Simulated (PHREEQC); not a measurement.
0.016 g of hydrous ferric oxide (600 m²/g; 0.2 weak and 0.005 strong sites per Fe, Dzombak-Morel constants, diffuse double layer) in 1 kg of water with 0.05 mol/kgw of an inert sodium salt and 0.0031 mmol/kgw MnCl2, at 25 °C; the pH is set by adding NaOH or the inert anion's acid. The system is closed to oxygen. No CO2 enters from the air. Precipitation was switched off in this run.

Base run: PHREEQC, ion-association model, wateq4f.dat. Each further column changes one thing. The table gives surface potential ψ (mV).

```csv
pH,base,background salt from 0.05 to 0.005 mol/kgw,oxide from 0.016 to 0.08 g/kgw,3.2e-05 mol/kgw MgCl2 added
3,169,?,169,169
3.5,166,207,166,166
4,160,194,160,160
4.5,149,?,149,149
5,135,158,135,135
5.5,118,137,118,118
6.5,79,89,79,79
7,56,63,56,56
7.5,33,?,?,33
8,9,11,7,11
8.5,-13,?,-18,-5
9,-37,-41,?,?
```

What belongs in the gaps?


- 3, background salt from 0.05 to 0.005 mol/kgw: 215
- 4.5, background salt from 0.05 to 0.005 mol/kgw: 177
- 7.5, background salt from 0.05 to 0.005 mol/kgw: 37
- 7.5, oxide from 0.016 to 0.08 g/kgw: 32
- 8.5, background salt from 0.05 to 0.005 mol/kgw: -14
- 9, oxide from 0.016 to 0.08 g/kgw: -43
- 9, 3.2e-05 mol/kgw MgCl2 added: -12

The oxide is taken as insoluble; below pH 4 it would dissolve.
